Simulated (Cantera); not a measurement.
## Premixed flame

A freely propagating, adiabatic, planar premixed flame of CH4 : H2 : O2 : N2 = 1 : 0.06 : 1.69 : 6.36 (molar parts), equivalence ratio 1.2, unburnt at 648 K and 100.0 Torr; mixture-averaged transport, grid criteria slope 0.08 and curve 0.16, no radiation.

Detailed kinetics in Cantera: GRI-Mech 3.0 (53 species, 325 reactions). Burning velocities carry a grid error of a few per cent, more on coarse grids.

```
z (mm)  T (K)  u (m/s)     x CH4     x H2     x O2     x CO2     x NO     x HO2
------  -----  -------  --------  -------  -------  --------  -------  --------
-5.72     648     2.06     0.110  0.00769    0.185   3.12e-8    <1e-8   9.00e-7
-3.81     650     2.07     0.109   0.0104    0.185   1.03e-6    <1e-8   8.05e-6
-2.86     657     2.10     0.108   0.0142    0.184   1.01e-5  1.68e-8   2.04e-5
-1.91     713     2.30     0.103   0.0225    0.179  0.000146  1.71e-7   3.13e-5
-0.953   1074     3.54    0.0744   0.0377    0.149   0.00233  1.81e-6   6.13e-5
-0.476   1462     4.90    0.0405   0.0454    0.107   0.00700  4.89e-6  0.000142
0        1821     6.18    0.0112   0.0466   0.0597    0.0149  1.13e-5   8.87e-5
0.476    1989     6.78   0.00141   0.0406   0.0295    0.0244  2.09e-5   1.35e-5
0.953    2031     6.91  0.000100   0.0354   0.0167    0.0330  2.90e-5   1.50e-6
1.91     2047     6.94   4.38e-7   0.0336   0.0102    0.0434  3.62e-5   5.53e-7
3.81     2060     6.97     <1e-8   0.0345  0.00862    0.0496  4.01e-5   4.83e-7
7.62     2075     7.01     <1e-8   0.0345  0.00810    0.0509  4.41e-5   4.58e-7
15.2     2100     7.08     <1e-8   0.0340  0.00748    0.0514  5.20e-5   4.29e-7
```
x: mole fraction of selected species; z is measured from the peak of heat release.

The laminar burning velocity comes out as 206 cm/s and the thermal thickness is 1.91 mm. The peak x(HO2) is 0.000146 and the grid points is 146.
